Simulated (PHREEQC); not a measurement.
Dissolve 0.012 mol HF, 0.0027 mol H2SiF6, 0.0071 mol H3PO4 and 0.011 mol H2SO4 per kg of water at 73 °C. Closed to the air; pH follows from the charge balance.

Equilibrium calculation in PHREEQC: ion-association model, phreeqc.dat.

```csv
quantity,before,after
pH,1.78,1.83
ionic strength (mol/kgw),0.0233,0.0202
HF (mol/kgw),0.0172,0.0122
HSO4- (mol/kgw),0.00850,0.00833
H3PO4 (mol/kgw),0.00549,0.00536
SO4-2 (mol/kgw),0.00250,0.00267
SI of Chalcedony (SiO2),+0.04,+0.39
```

Problem. Which change was made?
A. H3PO4 replaced by Na2HPO4 at the same molality
B. HF left out
C. H2SO4 from 0.011 to 0.0055 mol/kgw
D. 0.015 mol/kgw HCl added
E. diluted 5-fold with water

Solution. B, HF left out

This is a speciation only: nothing precipitates in the calculation. Some of these states are supersaturated (in Quartz (slow to form), Chalcedony (slow to form), for instance). Away from 25 °C the constants follow the database's enthalpies or fits; those with neither stay at their 25 °C values. SiF6-2 is the database's only silicon fluoride.
